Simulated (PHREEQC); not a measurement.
Dissolve 0.056 mol Al2(SO4)3, 9.9e-05 mol MgSO4, 0.016 mol HCl, 0.19 mol NaCl and 0.037 mol KCl per kg of water at 25 °C. Closed to the air; pH follows from the charge balance.

All values are PHREEQC results (ion-association model, wateq4f.dat), not measurements.

This is a speciation only: nothing precipitates in the calculation.

Estimate the pH, activity of water, ionic strength.

pH 2.20; activity of water 0.989; ionic strength 0.458 mol/kgw.

In which forms is K present?

K+ 95 %, KSO4- 5.2 % of the K.

Species that the database lacks are ignored.
